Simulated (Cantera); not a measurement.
Input: 1 mol SiO₂, 2 mol CH₄, 0.25 mol H₂, at 825 °C and 0.100 bar.

Cantera equilibrium calculation (NASA polynomials, part measured and part estimated; ideal gas, pure solids and liquids). Candidate condensed phases: C, C₆H₆, C₇H₈, C₈H₁₈, H₂O, Si, SiC, SiO₂; 123 gas species. Equilibrium is a limit: real reactors are often held back by kinetics, nucleation or transport.

Base state: H₂ 0.996, CH₄ 0.00363, CO 3.25e-5 (mole fractions); condensed: C(graphite) + SiO₂(β-quartz).

What changes in the equilibrium state with this change: SiO₂ replaced by Fe₃O₄?


```
species               before    after
-------------------  -------  -------
H₂                     0.996    0.555
CO                   3.25e-5    0.262
H₂O                  2.98e-7    0.125
CO₂                    <1e-9   0.0585
CH₄                  0.00363  1.20e-5
C(graphite), mol        1.98        0
SiO₂(β-quartz), mol    1.000        0
Fe(α), mol                 0     2.15
FeO(s), mol                0    0.854
```
Mutual solubility and eutectic melting of coexisting phases are not modelled. The tables' stoichiometric FeO is somewhat more stable than real wüstite, so its field is too wide. FeO: taken at fixed stoichiometry. Further candidate phases: Fe, Fe(CO)₅, FeO, Fe(OH)₂, Fe(OH)₃, Fe₂O₃, Fe₃O₄.
